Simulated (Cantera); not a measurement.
Input (Python, Cantera) and output of one run.

```python
import numpy as np
import cantera as ct

gas_names = """
    F F2 H HF H2 H2F2 H3F3 H4F4 H5F5 H6F6 H7F7 N NF NF2 NF3 NH NH2 NH3 N2 N2H2 N2H4 Si SiF SiF2 SiF3
    SiF4 SiH SiHF3 SiH2 SiH2F2 SiH3 SiH3F SiH4 SiN Si2 Si2N Si3
""".split()
cond_names = """
    Si(cr) Si(L) Si3N4(a)
""".split()


def load(file, names, dense=False):
    # The tables refer to 1 bar. Condensed volumes are neglected.
    table = {s.name: s for s in ct.Species.list_from_file(file)}
    out = []
    for n in names:
        d = dict(table[n].input_data)
        d["thermo"] = dict(d["thermo"], **{"reference-pressure": 1e5})
        if dense:
            d["equation-of-state"] = {"model": "constant-volume", "density": "1e6 g/cm^3"}
        out.append(ct.Species.from_dict(d))
    return out


gas = ct.Solution(thermo="ideal-gas", species=load("nasa_gas.yaml", gas_names))
cond = {s.name: ct.Solution(thermo="fixed-stoichiometry", species=[s], name=s.name)
        for s in load("nasa_condensed.yaml", cond_names, dense=True)}
atoms = {
    'SiF4': {'Si': 1, 'F': 4},
    'N2': {'N': 2},
    'H2': {'H': 2},
}
top_T = {'Si3N4(a)': 2400}  # K; cautious upper limits of use, not melting points


def equilibrate(T, P, feed):
    n = {}
    for name, mol in feed.items():
        for a, k in atoms[name].items():
            n[a] = n.get(a, 0.0) + k * mol
    gas.TPX = T, P, n
    mass = sum(n.values()) * gas.mean_molecular_weight
    gas.equilibrate("TP")
    valid = [c for c in cond.values() if c.min_temp <= T <= top_T.get(c.name, c.max_temp)]
    mix = ct.Mixture([(gas, mass / gas.mean_molecular_weight)] + [(c, 0.0) for c in valid])
    mix.T, mix.P = T, P
    mix.equilibrate("TP", solver="vcs", rtol=1e-11, max_steps=5000)
    return mix


results = []
feed = {'SiF4': 1, 'N2': 55, 'H2': 0.64}  # mol
T = 948.15  # K
P = 1000  # Pa
mix = equilibrate(T, P, feed)
results.append((T, P, feed, dict(zip(mix.species_names, mix.species_moles))))
x = sorted(zip(gas.X, gas.species_names), reverse=True)
print(f"T = {T:g} K  P = {P:g} Pa  gas = {mix.phase_moles(0):.4g} mol")
print("   x: " + "  ".join(f"{s} {v:.3e}" for v, s in x if v > 1e-05))
print("   condensed (mol): " + ("  ".join(f"{mix.phase(i).name} {mix.phase_moles(i):.4g}"
      for i in range(1, mix.n_phases) if mix.phase_moles(i) > 1e-12) or "none"))
```

It prints:

```
T = 948.15 K  P = 1000 Pa  gas = 56.64 mol
   x: N2 9.710e-01  SiF4 1.764e-02  H2 1.127e-02  HF 4.865e-05
   condensed (mol): Si3N4(a) 0.000208
```

Method: chemical equilibrium by Gibbs-energy minimisation in Cantera with the NASA 1993 tables (ideal gas, pure condensed phases). N2 is the only nitrogen source here; it is nearly inert below about 1500 K, so the nitride shown seldom forms there in practice.
